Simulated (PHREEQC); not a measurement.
# Acid mine or pickling water (model solution)

Model water analysis in mg/L, 20 °C, pH 4.02, pe 10.5: Na 167; K 11.7; Ca 220; Mg 20.4; Cl 168; S(6) as SO4 904; Sr 3.28; Br 0.44; N(5) as NO3 11.2; Zn 7.36; Al 32.5.

Valence states are taken as typed.

Equilibrium calculation in PHREEQC: ion-association model, wateq4f.dat.

This is a speciation only: nothing precipitates in the calculation.

**Question.** Predict the ionic strength.

**Answer.** ionic strength 0.0305 mol/kgw.

**Question.** In which forms is S present?

**Answer.** SO4-2 69 %, CaSO4 15 %, AlSO4+ 9.2 %, MgSO4 2.5 %, Al(SO4)2- 2.0 %, NaSO4- 1.3 % of the S.
